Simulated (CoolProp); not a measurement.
Saturation properties of R236FA (Tc = 124.9 °C, pc = 3191 kPa, ω = 0.377).

Values from CoolProp's reference Helmholtz-energy equation of state, Pan 2012.

| T (°C) | p (kPa) | enthalpy of vaporisation (kJ/kg) | vapour Z |
|---|---|---|---|
| -47.95 | 8.853 | 181.8 | 0.9922 |
| -33.75 | 21.12 | ? | 0.9851 |
| -19.45 | ? | 168.2 | 0.9740 |
| -5.15 | 86.78 | 161.2 | 0.9583 |
| 9.05 | 154.1 | 154.0 | 0.9375 |
| 23.35 | 257.3 | 146.2 | 0.9106 |
| 37.55 | 405.6 | 137.9 | 0.8773 |
| 51.85 | 613.3 | ? | 0.8362 |
| 66.05 | ? | 118.0 | 0.7867 |
| 80.35 | 1257 | 105.6 | 0.7262 |
| 94.55 | 1725 | ? | 0.6517 |

### Question
What belongs in the gaps?

### Answer

- -33.75, enthalpy of vaporisation (kJ/kg): 175.0
- -19.45, p (kPa): 44.96
- 51.85, enthalpy of vaporisation (kJ/kg): 128.6
- 66.05, p (kPa): 890.8
- 94.55, enthalpy of vaporisation (kJ/kg): 90.55

It boils at -1.5 °C under 1 atm.
